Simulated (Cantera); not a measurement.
Cantera with NASA thermochemical tables; ideal gases at 1 bar, condensed phases pure. Values are per mole of reaction as written; species without (g) are pure solids or liquids, kept so even where they would boil at 1 bar.

NH3(g) + 3 PbF2 → 3 HF(g) + NF3(g) + 3 Pb(g)

| T (K) | ΔH° (kJ) | ΔS° (J/K) | ΔG° (kJ) | log10 K | condensed phases |
|---|---|---|---|---|---|
| 548 | 1698.9 | 742.6 | 1291.9 | -123.14 | PbF2(s) |
| 748 | 1659.0 | 681.3 | 1149.3 | -80.26 | PbF2(s) |
| 948 | ___ | ___ | ___ | ___ | PbF2(s) |
| 1148 | 1569.8 | 591.8 | 890.3 | -40.51 | PbF2(l) |
| 1348 | 1539.7 | 567.7 | 774.4 | -30.01 | PbF2(l) |
| 1548 | 1510.0 | 547.2 | 663.0 | -22.37 | PbF2(l) |
| 1748 | ___ | ___ | ___ | ___ | PbF2(l) |
| 1948 | ___ | ___ | ___ | ___ | PbF2(l) |
| 2148 | 1425.8 | 501.1 | 349.5 | -8.50 | PbF2(l) |

### Question
Fill in the missing entries.

### Answer

- 948, ΔH° (kJ): 1632.9
- 948, ΔS° (J/K): 649.9
- 948, ΔG° (kJ): 1016.8
- 948, log10 K: -56.03
- 1748, ΔH° (kJ): 1481.0
- 1748, ΔS° (J/K): 529.5
- 1748, ΔG° (kJ): 555.4
- 1748, log10 K: -16.60
- 1948, ΔH° (kJ): 1452.9
- 1948, ΔS° (J/K): 514.3
- 1948, ΔG° (kJ): 451.0
- 1948, log10 K: -12.09
